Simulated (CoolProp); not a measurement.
Propylene along the isotherm 291 K: Z from the reference equation and from simpler models built on Tc = 364.2 K, pc = 45.55 bar, ω = 0.146; each cubic takes its own stable root.

Computed with CoolProp (reference Helmholtz-energy equation of state, Lemmon 2013).

```
p (bar)   phase  reference  van der Waals  Soave-Redlich-Kwong  Peng-Robinson
-------  ------  ---------  -------------  -------------------  -------------
2.53        gas     0.9603         0.9712               0.9619         0.9593
5.06        gas     0.9173         0.9408               0.9211         0.9160
7.59        gas     0.8698         0.9083               0.8770         0.8694
10.1     liquid    0.03388         0.8736              0.03709        0.03269
12.7     liquid    0.04254         0.8343              0.04651        0.04100
15.2     liquid    0.05084         0.7922              0.05553        0.04897
17.7     liquid    0.05912        0.09418              0.06450        0.05690
20.2     liquid    0.06738         0.1069              0.07344        0.06480
22.8     liquid    0.07594         0.1201              0.08269        0.07298
```

At some of these states van der Waals gives the other phase, because its saturation line lies elsewhere.
